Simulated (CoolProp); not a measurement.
Dimethyl ether at 293.15 K and 0.162 MPa is throttled through a valve to 0.0482 MPa with no heat exchange. Each further row changes one setting.

Values from CoolProp's reference Helmholtz-energy equation of state, Wu 2011.

```
case                        temperature change (K)  final density (kg/m³)
--------------------------  ----------------------  ---------------------
as stated                               (withheld)             (withheld)
outlet pressure 0.0145 MPa              (withheld)             (withheld)
outlet pressure 0.0627 MPa              (withheld)             (withheld)
```

**Question.** What belongs in the gaps?

**Answer.** 
- as stated, temperature change (K): -3.0
- as stated, final density (kg/m³): 0.929
- outlet pressure 0.0145 MPa, temperature change (K): -3.9
- outlet pressure 0.0145 MPa, final density (kg/m³): 0.279
- outlet pressure 0.0627 MPa, temperature change (K): -2.6
- outlet pressure 0.0627 MPa, final density (kg/m³): 1.21
